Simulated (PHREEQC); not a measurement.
A solution holds 7.7 mmol/kgw H2S and 0.35 mmol/kgw ZnCl2, at 25 °C. Closed to the air; pH follows from the charge balance.

Computed with PHREEQC (ion-association model, phreeqc.dat).

The pH is 3.17, the ionic strength is 0.000701 mol/kgw and the specific conductance comes out as 292 µS/cm.

```
species   molality  activity   log γ
--------  --------  --------  ------
H2S        0.00700   0.00700   0.000
H+        0.000701  0.000681  -0.013
Cl-       0.000700  0.000679  -0.013
Zn(HS)2   0.000350  0.000350   0.000
HS-        1.21e-6   1.18e-6  -0.013
Zn+2       3.27e-7   2.90e-7  -0.052
Zn(HS)3-   6.13e-9   5.95e-9  -0.013
```

No solid was allowed to form. Examples of supersaturated solids here: Sphalerite (slow to form). Others may be too.
